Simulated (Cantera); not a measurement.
Input: 1 mol Cu₂O, 0.35 mol CH₄, 0.22 mol N₂, 0.46 mol C, equilibrated at 1625 K and 1000 Pa.

Method: chemical equilibrium by Gibbs-energy minimisation in Cantera with the NASA 1993 tables (ideal gas, pure condensed phases). Candidate condensed phases: C, C₆H₆, C₇H₈, C₈H₁₈, Cu, CuO, Cu(OH)₂, Cu₂O, H₂O; 139 gas species. The numbers say what is thermodynamically allowed, not how fast it happens.

Base state: CO 0.433, H₂ 0.326, N₂ 0.126, H₂O 0.0765, CO₂ 0.0327, Cu 0.00571, H 0.000403 (mole fractions); condensed: Cu(l).

Q: What changes in the equilibrium state with this change: Cu₂O replaced by Fe₃O₄?

A: 
| species | before | after |
|---|---|---|
| CO | 0.433 | 0.407 |
| H₂ | 0.326 | 0.276 |
| H₂O | 0.0765 | 0.129 |
| CO₂ | 0.0327 | 0.0611 |
| N₂ | 0.126 | 0.127 |
| Fe | 0 | 0.000173 |
| Cu | 0.00571 | 0 |
| H | 0.000403 | 0.000370 |
| Cu(l), mol | 1.99 | 0 |
| Fe(γ), mol | 0 | 0.138 |
| FeO(s), mol | 0 | 2.86 |
Mutual solubility and eutectic melting of coexisting phases are not modelled. The tables' stoichiometric FeO is somewhat more stable than real wüstite, so its field is too wide. FeO: taken at fixed stoichiometry. Further candidate phases: Fe, Fe(CO)₅, FeO, Fe(OH)₂, Fe(OH)₃, Fe₂O₃, Fe₃O₄.
